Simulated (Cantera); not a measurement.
Input: 1 mol S, 0.56 mol O2, equilibrated at 1802 °C and 0.100 bar.

Method: chemical equilibrium by Gibbs-energy minimisation in Cantera with the NASA 1993 tables (ideal gas, pure condensed phases). Candidate condensed phases: S; 10 gas species. Equilibrium is a limit: real reactors are often held back by kinetics, nucleation or transport.

Base state: SO2 0.629, S2 0.233, SO 0.124, S 0.00779, S2O 0.00680, O2 2.10e-5, O 1.69e-5 (mole fractions); condensed: gas only.

### Question
What changes in the equilibrium state with this change: O2 from 0.56 to 0.099 mol?

### Answer
| species | before | after |
|---|---|---|
| S2 | 0.233 | 0.768 |
| SO2 | 0.629 | 0.133 |
| SO | 0.124 | 0.0770 |
| S | 0.00779 | 0.0142 |
| O2 | 2.10e-5 | 2.45e-6 |
| O | 1.69e-5 | 5.77e-6 |
| S2O | 0.00680 | 0.00767 |

### Question
What changes in the equilibrium state with this change: O2 from 0.56 to 0.8 mol?

### Answer
```csv
species,before,after
SO2,0.629,0.809
SO,0.124,0.107
S2,0.233,0.0766
O2,2.10e-5,4.70e-5
S2O,0.00680,0.00335
```
